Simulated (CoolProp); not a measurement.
Vapour-liquid equilibrium of benzene (1) + ethanol (2) at 67.75 °C; x and y are mole fractions of (1).

Model: multi-fluid Helmholtz-energy mixture model, Thol 2012 and Schroeder 2014; pair parameters Bell 2016, in CoolProp.

```csv
x,"bubble pressure, mixture model (bar)","bubble pressure, Raoult's law (bar)","y, mixture model","y, Raoult's law"
0.05,0.7322,0.6563,0.147,0.052
0.125,0.8326,0.6583,0.301,0.130
0.2,0.9073,0.6604,0.400,0.207
0.275,0.9559,0.6624,0.463,0.283
0.35,0.9834,0.6645,0.503,0.359
0.425,0.9966,0.6665,0.527,0.435
0.5,1.001,0.6686,0.543,0.510
0.575,1.002,0.6706,0.554,0.585
0.65,0.9994,0.6727,0.566,0.659
0.725,0.9907,0.6747,0.584,0.733
0.8,0.9682,0.6768,0.616,0.806
0.875,0.9164,0.6788,0.678,0.879
0.95,0.8080,0.6809,0.811,0.952
```

The largest gap from Raoult's law is +49.7 % in bubble pressure, at x = 0.5. y crosses x between x = 0.5 and 0.575: the model has an azeotrope there.

Pair parameters are fitted to limited data, so mixtures are less certain than the pure fluids.
